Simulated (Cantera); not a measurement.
Feed: 1 mol FeS2, a varied amount of H2, 2.7 mol H2O, held at 1077 °C and 750 Torr.

These are equilibrium values from Cantera (NASA tables, ideal gas, pure condensed phases), not measurements of a reactor. Candidate condensed phases: Fe, FeO, Fe(OH)2, Fe(OH)3, FeS, FeSO4, FeS2, Fe2O3, Fe2(SO4)3, Fe3O4, H2O, H2SO4, S; 22 gas species. Metal and sulfide melt together well below either melting point, which pure phases cannot show. Mutual solubility and eutectic melting of coexisting phases are not modelled. FeS: taken at fixed stoichiometry. Rates play no part.

x: gas mole fraction; n: condensed amount in mol.

```csv
n(H2) (mol),x H2,x H2O,x H2S,x S2,n FeS(s),n Fe(γ)
2.2,0.259,0.546,0.186,___,1.000,0
4.2,0.466,0.391,0.142,___,1.000,0
8.1,0.658,0.250,0.0919,___,1.000,0
16,0.802,0.144,0.0533,___,1.000,0
30,0.887,0.0826,0.0305,___,1.000,0
58,0.939,0.0445,0.0164,___,1.000,0
110,0.967,0.0240,0.00886,1.27e-6,1.000,0
220,0.979,0.0121,0.00873,1.20e-6,0.0544,0.946
410,0.989,0.00654,0.00484,___,0,1.000
800,0.994,0.00336,0.00249,___,0,1.000
1500,0.997,0.00180,0.00133,___,0,1.000
3000,0.998,0.000899,0.000665,___,0,1.000
```

**Question.** Some entries are withheld; supply them.

**Answer.** 
- 2.2, x S2: 0.00777
- 4.2, x S2: 0.00139
- 8.1, x S2: 0.000294
- 16, x S2: 6.65e-5
- 30, x S2: 1.78e-5
- 58, x S2: 4.63e-6
- 410, x S2: 3.61e-7
- 800, x S2: 9.45e-8
- 1500, x S2: 2.68e-8
- 3000, x S2: 6.70e-9
